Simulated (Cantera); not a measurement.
A closed system holds: 1 mol Si, 0.018 mol N2O, a varied amount of H2, at 99.0 Pa.

Equilibrium computed with Cantera from the NASA thermochemical tables; the gas is ideal and each condensed phase is pure. Candidate condensed phases: H2O, Si, SiO2, Si2N2O, Si3N4; 35 gas species. Mutual solubility and eutectic melting of coexisting phases are not modelled. Equilibrium is a limit: real reactors are often held back by kinetics, nucleation or transport.

Stable condensed phases, one row left out:

```
T in K \ n(H2) in mol
         3.1 4.1 5.4 7.2 9.6  13  17  23  30  40  53
   2173    A   A   A   A   A   A   A   A   A   A   A
   2073    B   B   B   B   A   A   A   A   A   A   A
   1973    B   B   B   B   B   B   B   B   A   A   A
   1873    B   B   B   B   B   B   B   B   B   B   B
   1773    B   B   B   B   B   B   B   B   B   B   B
   1673    B   B   B   B   B   B   B   B   B   B   B
   1573    B   B   B   B   B   B   B   B   B   B   B
   1373    C   C   C   C   C   C   C   C   C   C   C
   1273    C   C   C   C   C   C   C   C   C   C   C
   1173    C   C   C   C   C   C   C   C   C   C   C
   1073    C   C   C   C   C   C   C   C   C   C   C
```

A: gas only; B: Si; C: Si + Si2N2O.

**Question.** Give the row for 1473 K.

**Answer.** 3.1: Si + Si2N2O; 4.1: Si + Si2N2O; 5.4: Si; 7.2: Si; 9.6: Si; 13: Si; 17: Si; 23: Si; 30: Si; 40: Si; 53: Si.
